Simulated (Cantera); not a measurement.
Mixture: 4.74 % CH4, 3.51 % H2, 11.2 % O2, 77.7 % N2, 2.84 % H2O, equivalence ratio 1.0, at 500000 Pa, adiabatic and at constant pressure. Ignition delay is the time to a rise of 400 K.

Detailed kinetics in Cantera: GRI-Mech 3.0 (53 species, 325 reactions).

Problem. Predict: delay at 1250 K; delay at 1400 K; delay at 1550 K; delay at 1700 K; delay at 1850 K; apparent activation energy between 1775 and 1925 K.

Solution. 
```json
{
  "delay at 1250 K": "0.504 ms",
  "delay at 1400 K": "0.168 ms",
  "delay at 1550 K": "63.8 µs",
  "delay at 1700 K": "27.2 µs",
  "delay at 1850 K": "13.0 µs",
  "apparent activation energy between 1775 and 1925 K": "130 kJ/mol"
}
```
